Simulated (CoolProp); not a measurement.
Vapour-liquid equilibrium of methanol (1) + benzene (2) at 203.65 °C; x and y are mole fractions of (1).

The numbers come from the multi-fluid Helmholtz-energy mixture model, de Reuck 1993 and Thol 2012; pair parameters Bell 2016 in CoolProp.

Task: Give the bubble pressure and the first vapour's composition at x = 0.35, 0.55, 0.75. Is there an azeotrope?

Result: x = 0.35: 3.191 MPa, y = 0.542; x = 0.55: 3.671 MPa, y = 0.662; x = 0.75: 4.030 MPa, y = 0.794. No azeotrope shows between x = 0.05 and 0.95.

Pair parameters are fitted to limited data, so mixtures are less certain than the pure fluids.
